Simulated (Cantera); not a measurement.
Ignition delay

Mixture: 36.6 % H₂, 10.8 % O₂, 40.6 % N₂, 12.1 % H₂O, equivalence ratio 1.7, at 9.87 atm, adiabatic and at constant pressure. Ignition delay is the time to a rise of 400 K.

Computed with Cantera and the H2/O2 subset of GRI-Mech 3.0, which has no nitrogen chemistry. The hydrogen kinetics of GRI-Mech 3.0 are dated; newer H2 mechanisms differ, most at raised pressure.

```csv
T0 (K),delay (ms)
975,14.5
1050,2.95
1125,0.713
1200,0.188
1275,0.0486
1350,0.0118
1425,0.00406
```

```
Quantity                                                 Value
--------------------------------------------------  ----------
apparent activation energy between 1275 and 1425 K  250 kJ/mol
```
